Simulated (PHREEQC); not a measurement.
Make-up at 17 °C: 0.0016 mol/kgw H2SO4, 4.1e-05 mol/kgw ZnSO4 and 0.0044 mol/kgw NiSO4. Closed to the air; pH follows from the charge balance.

Equilibrium calculation in PHREEQC: ion-association model, wateq4f.dat.

```yaml
pH: 2.63
ionic_strength: 0.0174 mol/kgw
total_alkalinity: -3.20 meq/kg
```

```tsv
species	molality	activity	log γ
SO4-2	0.00445	0.00269	-0.219
Ni+2	0.00341	0.00204	-0.224
H+	0.00261	0.00234	-0.048
NiSO4	0.000990	0.000994	0.002
HSO4-	0.000587	0.000517	-0.056
Zn+2	2.98e-5	1.83e-5	-0.211
ZnSO4	1.08e-5	1.08e-5	0.002
Zn(SO4)2-2	4.23e-7	2.52e-7	-0.224
Ni(SO4)2-2	2.58e-7	1.54e-7	-0.224
```

This is a speciation only: nothing precipitates in the calculation.
